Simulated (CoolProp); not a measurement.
Water at several states: density (kg/m³) from the reference equation and from simpler models built on Tc = 373.9 °C, pc = 22.06 MPa, ω = 0.344; each cubic takes its own stable root.

Computed with CoolProp (reference Helmholtz-energy equation of state, Wagner 2002).

```tsv
T (°C)	p (MPa)	phase	reference
692.55	0.0102	gas	0.02289
643.65	24.1	supercritical	62.88
289.35	2.34	gas	9.646
```

### Question
How far does each simpler model (ideal gas, Redlich-Kwong) lie from the reference over these 3 states: mean and median of the absolute difference, and the worst?

### Answer
- ideal gas: mean 5.3 %, median 6.6 %, worst -9.4 % at 643.65 °C and 24.1 MPa
- Redlich-Kwong: mean 1.5 %, median 1.0 %, worst +3.5 % at 643.65 °C and 24.1 MPa
